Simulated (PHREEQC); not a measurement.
## Hard or scaling water (model solution)

Consider water at 25 °C and 50 atm with 1.8e-05 mol/kgw CaSO4, 0.011 mol/kgw NaF and 1.1e-07 mol/kgw H4SiO4. Closed to the air; pH follows from the charge balance.

All values are PHREEQC results (ion-association model, phreeqc.dat), not measurements.

```json
{
  "pH": "7.57",
  "ionic_strength": "0.0110 mol/kgw",
  "specific_conductance": "1070 µS/cm"
}
```

```csv
species,molality,activity,log γ
F-,0.0109,0.00981,-0.048
Na+,0.0109,0.00985,-0.046
NaF,5.44e-5,5.45e-5,0.001
Ca+2,1.80e-5,1.19e-5,-0.180
SO4-2,1.74e-5,1.14e-5,-0.183
NaSO4-,6.23e-7,5.62e-7,-0.045
OH-,4.34e-7,3.89e-7,-0.048
HF,3.88e-7,3.89e-7,0.001
H4SiO4,1.09e-7,1.10e-7,0.001
H+,2.99e-8,2.72e-8,-0.041
CaSO4,2.35e-8,2.35e-8,0.001
HF2-,1.60e-8,1.43e-8,-0.047
```

No solid was allowed to form. The solution is supersaturated, for example in Fluorite, so a real one may precipitate; this is no full list. Under pressure, the constants of complexes without a molar volume in the database are unreliable. SiF6-2 is the database's only silicon fluoride.
